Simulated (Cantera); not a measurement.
Thermodynamics of silicon nitride deposition, feed SiH₂Cl₂ + NH₃ + N₂

Charge: 1 mol SiH₂Cl₂, 0.1 mol NH₃, 13 mol N₂, at 133 Pa.

Method: chemical equilibrium by Gibbs-energy minimisation in Cantera with the NASA 1993 tables (ideal gas, pure condensed phases). Candidate condensed phases: NH₄Cl, Si, Si₃N₄; 28 gas species. The tables' values for SiCl, SiCl₃, SiN are old estimates; treat these amounts as uncertain. Rates play no part.

| T (°C) | log p N₂ | log p HCl | log p H₂ | log p SiCl₂ | log p Si | n Si₃N₄(s) | n Si(l) |
|---|---|---|---|---|---|---|---|
| 825 | -2.94 | -3.83 | -4.49 | -6.93 | <-14 | 0.300 | 0 |
| 925 | -2.94 | -3.83 | -4.51 | -5.86 | <-14 | 0.298 | 0 |
| 1025 | -2.94 | -3.85 | -4.47 | -5.06 | -12.65 | 0.278 | 0 |
| 1125 | -2.94 | -3.93 | -4.35 | -4.58 | -10.65 | 0.225 | 0 |
| 1225 | -2.94 | -4.07 | -4.22 | -4.35 | -8.93 | 0.161 | 0 |
| 1325 | -2.94 | -4.25 | -4.13 | -4.22 | -7.43 | 0.107 | 0 |
| 1425 | -2.94 | -4.41 | -4.09 | -4.17 | -6.18 | 0 | 0.215 |
| 1525 | -2.94 | -4.39 | -4.11 | -4.18 | -5.51 | 0 | 0.195 |
| 1625 | -2.95 | -4.38 | -4.12 | -4.20 | -4.91 | 0 | 0.0883 |
| 1725 | -2.95 | -4.30 | -4.18 | -4.27 | -4.60 | 0 | 0 |
log p: log10 of the partial pressure in bar; n: condensed amount in mol.

From 825 °C to 1325 °C the condensed part is Si₃N₄(s). From 1425 °C to 1625 °C the condensed part is Si(l). At 1725 °C nothing is condensed. The main Si-bearing gas is SiCl₄ at 825 °C and SiCl₂ at 1725 °C. The share of Si in condensed phases is highest at 825 °C (89.9 %) and lowest at 1725 °C (0.0 %).
